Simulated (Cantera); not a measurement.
A closed system holds: 1 mol CH2F2, 0.015 mol HCl, 0.36 mol H2, 0.27 mol CH4, at 3148.15 K and 210 Torr.

Method: chemical equilibrium by Gibbs-energy minimisation in Cantera with the NASA 1993 tables (ideal gas, pure condensed phases). Candidate condensed phases: C, C6H6, C7H8, C8H18; 118 gas species. Kinetics and transport are ignored.

Base state: HF 0.607, H 0.188, H2 0.167, C2H2 (acetylene) 0.0157, F 0.00546, C3 0.00500, C2H 0.00371, HCl 0.00261 (mole fractions); condensed: C(graphite).

**Question.** What changes in the equilibrium state with this change: CH2F2 replaced by CH3Cl?

**Answer.** 
```tsv
species	before	after
H2	0.167	0.385
H	0.188	0.286
HCl	0.00261	0.186
HF	0.607	0
Cl	0.00198	0.0930
C2H2 (acetylene)	0.0157	0.0361
F	0.00546	0
CF	0.000845	0
C(graphite), mol	1.07	0.876
```
The tables' values for CCl are old estimates; treat these amounts as uncertain.

**Question.** What changes in the equilibrium state with this change: CH4 from 0.27 to 0.016 mol?

**Answer.** 
```csv
species,before,after
HF,0.607,0.753
H,0.188,0.132
H2,0.167,0.0817
C2H2 (acetylene),0.0157,0.00766
CF2,2.51e-5,7.92e-5
C4H2,0.000613,0.000299
CH2,2.43e-5,1.18e-5
"C(graphite), mol",1.07,0.908
```

**Question.** What changes in the equilibrium state with this change: temperature from 3148.15 K to 973.15 K?

**Answer.** 
```
species             before    after
----------------  --------  -------
HF                   0.607    0.688
H2                   0.167    0.303
HCl                0.00261  0.00516
H                    0.188  1.13e-9
C2H2 (acetylene)    0.0157    <1e-9
F                  0.00546    <1e-9
C3                 0.00500    <1e-9
C2H                0.00371    <1e-9
Cl                 0.00198    <1e-9
CF                0.000845    <1e-9
C(graphite), mol      1.07     1.26
```
